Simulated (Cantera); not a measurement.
Feed: 1 mol (CH3)2SiCl2, a varied amount of H2, held at 1800 °C and 0.00190 bar.

Method: chemical equilibrium by Gibbs-energy minimisation in Cantera with the NASA 1993 tables (ideal gas, pure condensed phases). Candidate condensed phases: C, C6H6, C7H8, C8H18, Si, SiC; 109 gas species. The feed counts by its element totals alone. The tables' values for SiCl are old estimates; treat these amounts as uncertain. Gases not in the tables: Si2H6 and higher silanes. The numbers say what is thermodynamically allowed, not how fast it happens.

x: gas mole fraction; n: condensed amount in mol.

```
n(H2) (mol)   x H2       x HCl     x H        x Cl        x Si     x SiCl2  n C(graphite)    n SiC(s)
-----------  -----  ----------  ------  ----------  ----------  ----------  -------------  ----------
18           0.852      0.0812  0.0557     0.00392     0.00373     0.00121           1.07       0.867
28           0.878      0.0564  0.0565     0.00268     0.00373    0.000567           1.08       0.831
43           0.897      0.0386  0.0571     0.00182     0.00373    0.000261           1.10       0.770
66           0.910  (withheld)  0.0575  (withheld)     0.00373  (withheld)           1.13  (withheld)
100          0.918      0.0176  0.0578    0.000818     0.00373     5.29e-5           1.17       0.522
160          0.925      0.0112  0.0580    0.000518     0.00373     2.12e-5           1.26       0.255
240          0.929  (withheld)  0.0582  (withheld)  (withheld)  (withheld)           1.30           0
370          0.933     0.00493  0.0583    0.000228     0.00228     2.50e-6          0.993           0
570          0.935     0.00322  0.0584    0.000148     0.00151     7.04e-7          0.521           0
880          0.937     0.00210  0.0584     9.64e-5    0.000997     1.96e-7              0           0
1300         0.939     0.00142  0.0585     6.53e-5    0.000692     6.26e-8              0           0
```

### Question
Complete the blanks.

### Answer

- 66, x HCl: 0.0261
- 66, x Cl: 0.00122
- 66, x SiCl2: 0.000117
- 66, n SiC(s): 0.671
- 240, x HCl: 0.00754
- 240, x Cl: 0.000348
- 240, x Si: 0.00341
- 240, x SiCl2: 8.75e-6
